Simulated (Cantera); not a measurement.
A closed system holds: 1 mol Pb, 47 mol H2, equilibrated at 0.0320 bar.

These are equilibrium values from Cantera (NASA tables, ideal gas, pure condensed phases), not measurements of a reactor. Candidate condensed phases: Pb; 4 gas species. The numbers say what is thermodynamically allowed, not how fast it happens. All values below are at 1498 K.

Base state: H2 0.979, Pb 0.0208, H 9.51e-5 (mole fractions); condensed: gas only.

**Question.** What changes in the equilibrium state with this change: Pb replaced by HgO?

**Answer.** 
```
species   before    after
-------  -------  -------
H2         0.979    0.958
Hg             0   0.0208
H2O            0   0.0208
Pb        0.0208        0
H        9.51e-5  9.40e-5
```
Further candidate phases: H2O, Hg, HgO.
